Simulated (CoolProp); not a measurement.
The fluid at 298.15 K and 0.4 MPa is compressed adiabatically to 2.23 MPa with isentropic efficiency 0.6. The same conditions are run with several fluids, on thermodynamics alone (safety and materials aside).

The numbers come from the reference Helmholtz-energy equation of state of each fluid (C2F6 (R116): Lemmon 2006; carbon dioxide: Span 1996; C3F8 (R218): Lemmon 2006; CF4 (R14): Platzer 1990) in CoolProp. The equations of Platzer and Polt are older, rougher fits.

```json
[
 {"fluid": "C2F6 (R116)", "work (kJ/kg)": "___", "final temperature (K)": "368.6", "final density (kg/m³)": "___"},
 {"fluid": "carbon dioxide", "work (kJ/kg)": "___", "final temperature (K)": "505.0", "final density (kg/m³)": "23.7"},
 {"fluid": "C3F8 (R218)", "work (kJ/kg)": "31.7", "final temperature (K)": "355.4", "final density (kg/m³)": "___"},
 {"fluid": "CF4 (R14)", "work (kJ/kg)": "88.8", "final temperature (K)": "___", "final density (kg/m³)": "57.4"}
]
```

Q: Complete the blanks.

A: 
- C2F6 (R116), work (kJ/kg): 50.7
- C2F6 (R116), final density (kg/m³): 113
- carbon dioxide, work (kJ/kg): 191
- C3F8 (R218), final density (kg/m³): 214
- CF4 (R14), final temperature (K): 417.1
